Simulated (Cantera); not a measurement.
**Ignition delay**

Mixture: 5.86 % CH4, 15.2 % O2, 57.2 % N2, 21.7 % H2O, equivalence ratio 0.77, at 3.55 atm, adiabatic and at constant volume. Ignition delay is the time to a rise of 400 K.

Computed with Cantera and GRI-Mech 3.0 (53 species, 325 reactions).

```tsv
T0 (K)	delay (ms)
1000	253
1100	54.3
1200	15.1
1300	4.79
1400	1.62
1500	0.569
1600	0.210
1700	0.0851
1800	0.0386
```

```
Property                                                Result
--------------------------------------------------  ----------
apparent activation energy between 1600 and 1800 K  200 kJ/mol
```
